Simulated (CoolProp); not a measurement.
Vapour pressure (MPa) of trans-2-butene: the reference equation beside estimates from Tc = 428.6 K, pc = 4.019 MPa, ω = 0.210. Clausius-Clapeyron is anchored at 284.3 K with a constant enthalpy of vaporisation of 22.19 kJ/mol.

The numbers come from the reference Helmholtz-energy equation of state, Lemmon 2005 in CoolProp. It is a short technical equation, of lower accuracy than the large ones.

```csv
T (K),reference,Lee-Kesler,Clausius-Clapeyron,van der Waals,Soave-Redlich-Kwong,Peng-Robinson
272.1,0.09407,0.09223,0.09690,0.4800,0.09248,0.09345
278.2,0.1185,0.1167,0.1201,0.5418,0.1169,0.1177
284.3,0.1476,0.1460,0.1476,0.6086,0.1461,0.1466
290.3,0.1813,0.1800,0.1792,0.6795,0.1800,0.1802
296.4,0.2214,0.2206,0.2165,0.7570,0.2205,0.2201
302.5,0.2680,0.2677,0.2596,0.8400,0.2676,0.2665
308.6,0.3216,0.3221,0.3090,0.9287,0.3220,0.3201
314.7,0.3830,0.3844,0.3654,1.023,0.3845,0.3815
```

Absolute difference from the reference over all 8 rows, mean and median: Lee-Kesler 0.8 and 0.5 %, Clausius-Clapeyron 2.4 and 2.6 %, van der Waals 270.7 and 258.4 %, Soave-Redlich-Kwong 0.7 and 0.6 %, Peng-Robinson 0.6 and 0.6 %.
